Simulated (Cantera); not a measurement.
A perfectly stirred reactor is fed with 18.7 % H₂, 81.3 % O₂, at 25.5 Torr; it is held at 1350 K, and followed from long to short residence time.

Detailed kinetics in Cantera: the H2/O2 subset of GRI-Mech 3.0, which has no nitrogen chemistry. Radical loss at walls, strong at low pressure, is not modelled. The temperature is held fixed by assumption; the heat of reaction is taken as removed at once.

One state of this run: x H₂ = 0.00489; x O₂ = 0.761; x H = 0.0112; x H₂O₂ = 6.18e-7; x OH = 0.00998; x HO₂ = 1.49e-5; x O = 0.0283. x: mole fraction; the columns are a selection and need not sum to one.

Problem. Which value of τ (s) does it belong to?
A. 0.10
B. 1.3
C. 0.045
D. 0.0081

Solution. D, 0.0081
